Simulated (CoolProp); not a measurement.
CH3F (R41) along the isotherm 339.4 K: fugacity coefficient from the reference equation and from simpler models built on Tc = 317.3 K, pc = 5.906 MPa, ω = 0.200; each cubic takes its own stable root.

Values from CoolProp's reference Helmholtz-energy equation of state, Lemmon 2006. It is a short technical equation, of lower accuracy than the large ones.

| p (MPa) | phase | reference |
|---|---|---|
| 0.0934 | gas | 0.9950 |
| 0.137 | gas | 0.9927 |
| 0.201 | gas | 0.9893 |
| 0.295 | gas | 0.9843 |
| 0.433 | gas | 0.9770 |
| 0.636 | gas | 0.9664 |
| 0.934 | gas | 0.9509 |
| 1.37 | gas | 0.9284 |
| 2.01 | gas | 0.8960 |
| 2.95 | gas | 0.8495 |
| 4.33 | gas | 0.7835 |
| 6.36 | supercritical | 0.6901 |
| 9.34 | supercritical | 0.5588 |
| 13.7 | supercritical | 0.4294 |
| 20.1 | supercritical | 0.3379 |
| 29.5 | supercritical | 0.2783 |

Task: How far does each simpler model (Soave-Redlich-Kwong, Peng-Robinson) lie from the reference over these 16 states: mean and median of the absolute difference, and the worst?

Result: 
- Soave-Redlich-Kwong: mean 4.6 %, median 1.2 %, worst +22.9 % at 339.4 K and 29.5 MPa
- Peng-Robinson: mean 1.9 %, median 0.2 %, worst +11.2 % at 339.4 K and 29.5 MPa
